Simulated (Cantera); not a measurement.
An isothermal, constant-pressure homogeneous reactor starts with 73.0 % NO, 27.0 % N2, at 1648 K and 0.0878 atm.

Cantera simulation using GRI-Mech 3.0 (53 species, 325 reactions); the numbers are that mechanism's predictions, not measurements.

Q: Predict: x(NO) at 70.0 s; x(O2) at 70.0 s; x(N2O) at 70.0 s; x(NO2) at 70.0 s; x(O) at 70.0 s.

A: 
```json
{
  "x(NO) at 70.0 s": "0.475 (gas-phase equilibrium 0.00280)",
  "x(O2) at 70.0 s": "0.127 (gas-phase equilibrium 0.364)",
  "x(N2O) at 70.0 s": "7.38e-5 (gas-phase equilibrium 4.43e-8)",
  "x(NO2) at 70.0 s": "0.000387 (gas-phase equilibrium 3.90e-6)",
  "x(O) at 70.0 s": "3.16e-5 (gas-phase equilibrium 5.15e-5)"
}
```
